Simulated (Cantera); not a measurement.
Mixture: CO : H2 : O2 : N2 = 1 : 0.45 : 0.362 : 1.16 (molar parts), equivalence ratio 2.0, at 9.38 atm, adiabatic and at constant pressure. Ignition delay is the time to a rise of 400 K.

Cantera simulation using GRI-Mech 3.0 (53 species, 325 reactions); the numbers are that mechanism's predictions, not measurements. The hydrogen kinetics of GRI-Mech 3.0 are dated; newer H2 mechanisms differ, most at raised pressure. Below about 950 K walls govern HO2 and H2O2 in real vessels.

What does this change do: CO 1 to 0.6 parts?


```csv
quantity,before,after
delay at 948 K,8.14 ms,10.9 ms
delay at 998 K,2.28 ms,3.05 ms
delay at 1048 K,0.687 ms,0.904 ms
delay at 1098 K,0.213 ms,0.271 ms
delay at 1148 K,65.9 µs,77.8 µs
delay at 1198 K,22.9 µs,23.7 µs
apparent activation energy between 1098 and 1198 K,240 kJ/mol,270 kJ/mol
```
